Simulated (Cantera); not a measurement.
A Cantera script and what it prints.

```python
import numpy as np
import cantera as ct

gas_names = [...]  # 114 gases of nasa_gas.yaml made of C, Fe, H, O
cond_names = """
    C(gr) C6H6(L) C7H8(L) C8H18(L),n-octa Fe(a) Fe(c) Fe(d) Fe(L) FeC5O5(L) FeO(s) FeO(L) Fe(OH)2(s)
    Fe(OH)3(s) Fe2O3(s) Fe3O4(s) H2O(s) H2O(L)
""".split()


# ... load() reads the species with a 1 bar reference pressure and builds the phases ...
atoms = {
    'Fe2O3': {'Fe': 2, 'O': 3},
    'C': {'C': 1},
    'H2': {'H': 2},
    'CO': {'C': 1, 'O': 1},
}
top_T = {'C(gr)': 4500, 'Fe2O3(s)': 1830, 'Fe3O4(s)': 1870}  # K; cautious upper limits of use, not melting points


# ... equilibrate(T, P, feed) seeds the gas with the atoms and calls Mixture.equilibrate('TP', solver="vcs", rtol=1e-11, max_steps=5000) ...
results = []
feed = {'Fe2O3': 1, 'C': 0.99, 'H2': 0.24, 'CO': 15}  # mol
P = 10000  # Pa
for T in [1825, 1875, 1925, 1975, 2025, 2075, 2125, 2175, 2225, 2275, 2325, 2375, 2425]:
    mix = equilibrate(T, P, feed)
    results.append((T, P, feed, dict(zip(mix.species_names, mix.species_moles))))
    x = sorted(zip(gas.X, gas.species_names), reverse=True)
    print(f"T = {T:g} K  P = {P:g} Pa  gas = {mix.phase_moles(0):.4g} mol")
    print("   x: " + "  ".join(f"{s} {v:.3e}" for v, s in x if v > 0.001))
    print("   condensed (mol): " + ("  ".join(f"{mix.phase(i).name} {mix.phase_moles(i):.4g}"
          for i in range(1, mix.n_phases) if mix.phase_moles(i) > 1e-12) or "none"))
```

Output:

```
T = 1825 K  P = 10000 Pa  gas = 16.24 mol
   x: CO 8.822e-01  CO2 1.026e-01  H2 1.010e-02  H2O 4.603e-03
   condensed (mol): Fe(L) 1.724  FeO(L) 0.2696
T = 1875 K  P = 10000 Pa  gas = 16.25 mol
   x: CO 8.853e-01  CO2 9.901e-02  H2 1.004e-02  H2O 4.621e-03
   condensed (mol): Fe(L) 1.66  FeO(L) 0.3263
T = 1925 K  P = 10000 Pa  gas = 16.26 mol
   x: CO 8.878e-01  CO2 9.572e-02  H2 9.975e-03  H2O 4.629e-03  Fe 1.517e-03
   condensed (mol): Fe(L) 1.597  FeO(L) 0.3782
T = 1975 K  P = 10000 Pa  gas = 16.28 mol
   x: CO 8.896e-01  CO2 9.264e-02  H2 9.891e-03  H2O 4.626e-03  Fe 2.744e-03
   condensed (mol): Fe(L) 1.529  FeO(L) 0.4259
T = 2025 K  P = 10000 Pa  gas = 16.31 mol
   x: CO 8.904e-01  CO2 8.973e-02  H2 9.784e-03  Fe 4.811e-03  H2O 4.609e-03
   condensed (mol): Fe(L) 1.451  FeO(L) 0.4696
T = 2075 K  P = 10000 Pa  gas = 16.37 mol
   x: CO 8.897e-01  CO2 8.691e-02  H2 9.646e-03  Fe 8.196e-03  H2O 4.573e-03
   condensed (mol): Fe(L) 1.355  FeO(L) 0.5097
T = 2125 K  P = 10000 Pa  gas = 16.47 mol
   x: CO 8.869e-01  CO2 8.412e-02  Fe 1.360e-02  H2 9.466e-03  H2O 4.514e-03  H 1.117e-03
   condensed (mol): Fe(L) 1.227  FeO(L) 0.5463
T = 2175 K  P = 10000 Pa  gas = 16.61 mol
   x: CO 8.812e-01  CO2 8.127e-02  Fe 2.201e-02  H2 9.228e-03  H2O 4.424e-03  H 1.483e-03
   condensed (mol): Fe(L) 1.05  FeO(L) 0.5792
T = 2225 K  P = 10000 Pa  gas = 16.84 mol
   x: CO 8.711e-01  CO2 7.823e-02  Fe 3.480e-02  H2 8.915e-03  H2O 4.295e-03  H 1.934e-03
   condensed (mol): Fe(L) 0.7967  FeO(L) 0.6079
T = 2275 K  P = 10000 Pa  gas = 17.2 mol
   x: CO 8.550e-01  CO2 7.487e-02  Fe 5.388e-02  H2 8.505e-03  H2O 4.115e-03  H 2.476e-03
   condensed (mol): Fe(L) 0.426  FeO(L) 0.6316
T = 2325 K  P = 10000 Pa  gas = 17.67 mol
   x: CO 8.307e-01  Fe 7.812e-02  CO2 7.431e-02  H2 7.891e-03  H2O 4.011e-03  H 3.090e-03  FeO 1.544e-03
   condensed (mol): FeO(L) 0.5924
T = 2375 K  P = 10000 Pa  gas = 17.98 mol
   x: CO 8.013e-01  Fe 9.255e-02  CO2 8.804e-02  H2 6.874e-03  H2O 4.407e-03  H 3.698e-03  FeO 2.513e-03
   condensed (mol): FeO(L) 0.2906
T = 2425 K  P = 10000 Pa  gas = 18.28 mol
   x: CO 7.742e-01  Fe 1.056e-01  CO2 1.004e-01  H2 5.975e-03  H2O 4.635e-03  H 4.375e-03  FeO 3.766e-03
   condensed (mol): none
```

Cantera equilibrium calculation (NASA polynomials, part measured and part estimated; ideal gas, pure solids and liquids). Each liquid is taken as pure. Mutual solubility and eutectic melting of coexisting phases are not modelled. The tables' stoichiometric FeO is somewhat more stable than real wüstite, so its field is too wide. FeO: taken at fixed stoichiometry.
